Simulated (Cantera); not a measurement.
A closed system holds: 1 mol B, 1.8 mol H2, 1.1 mol NH3, equilibrated at 2423.15 K and 100000 Pa.

Method: chemical equilibrium by Gibbs-energy minimisation in Cantera with the NASA 1993 tables (ideal gas, pure condensed phases). Candidate condensed phases: B, BN; 15 gas species. Mutual solubility and eutectic melting of coexisting phases are not modelled. The tables' values for BH2 are old estimates; treat these amounts as uncertain. Gases not in the tables: B2H6 and higher boranes. Rates play no part.

Task: What is the equilibrium state?

Result: 
* **x(H2)**: 0.954
* **x(N2)**: 0.0251
* **x(H)**: 0.0173
* **x(BH2)**: 0.00303
* **x(BH3)**: 7.54e-5
* **x(B)**: 4.05e-5
* **x(BH)**: 2.51e-5
* **x(BN)**: 2.81e-6
* **x(NH3)**: 1.67e-6
* **n(B(l))**: 0.0677 mol
* **n(BN(s))**: 0.921 mol
* **gas amount**: 3.571 mol
